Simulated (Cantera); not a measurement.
Charge: 1 mol CH3OH, 0.12 mol O2, equilibrated at 777 °C and 4.28 Torr.

Equilibrium computed with Cantera from the NASA thermochemical tables; the gas is ideal and each condensed phase is pure. Candidate condensed phases: C, C6H6, C7H8, C8H18, H2O; 110 gas species. Equilibrium is a limit: real reactors are often held back by kinetics, nucleation or transport.

Base state: H2 0.616, CO 0.304, H2O 0.0506, CO2 0.0294 (mole fractions); condensed: gas only.

Problem. What changes in the equilibrium state with this change: O2 from 0.12 to 0.36 mol?

Solution. 
```tsv
species	before	after
H2	0.616	0.513
CO	0.304	0.247
H2O	0.0506	0.153
CO2	0.0294	0.0867
```

Problem. What changes in the equilibrium state with this change: temperature from 777 °C to 2650 °C?

Solution. 
```json
[
 {"species": "H", "before": "8.43e-8", "after": "0.596"},
 {"species": "CO", "before": "0.304", "after": "0.220"},
 {"species": "H2", "before": "0.616", "after": "0.132"},
 {"species": "O", "before": "<1e-9", "after": "0.0310"},
 {"species": "OH", "before": "<1e-9", "after": "0.0111"},
 {"species": "CO2", "before": "0.0294", "after": "0.00181"},
 {"species": "H2O", "before": "0.0506", "after": "0.00784"},
 {"species": "O2", "before": "<1e-9", "after": "0.000733"}
]
```

Problem. What changes in the equilibrium state with this change: CH3OH replaced by C2H5OH?

Solution. 
```
species            before     after
----------------  -------  --------
H2                  0.616     0.707
CO                  0.304     0.292
H2O                0.0506  0.000214
CO2                0.0294  0.000104
CH4               4.74e-7  0.000163
C(graphite), mol        0     0.761
```
